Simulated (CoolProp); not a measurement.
The fluid at 379.54 K and 1.05 MPa flows at 0.079 m/s in a round tube of 20 mm bore and 45 µm roughness, fully developed (64/Re and Nu = 3.66 if laminar; Colebrook and Gnielinski if turbulent). The same conditions are run with several fluids, on thermodynamics alone (safety and materials aside).

Values from CoolProp's reference Helmholtz-energy equation of state of each fluid (CH2F2 (R32): Tillner-Roth 1997; R227EA: Lemmon 2016; nitrogen: Span 2000; R142b: Lemmon 2006).

### Question
Rank CH2F2 (R32), R227EA, nitrogen, R142b by Reynolds number, highest first.

### Answer
R227EA (6760), R142b (4500), CH2F2 (R32) (1710), nitrogen (684)

```tsv
fluid	Darcy friction factor	pressure drop (Pa/m)	heat-transfer coefficient (W/(m² K))	mass flow (kg/h)
CH2F2 (R32)	0.0375	0.107	4.04	1.64
R227EA	0.0371	0.376	24.0	5.80
nitrogen	0.0935	0.136	5.81	0.831
R142b	0.0409	0.245	14.7	3.43
```

Transport values come from each fluid's own correlations; those of CH2F2 (R32), R227EA, R142b are estimates that may be off by 10 % or more.
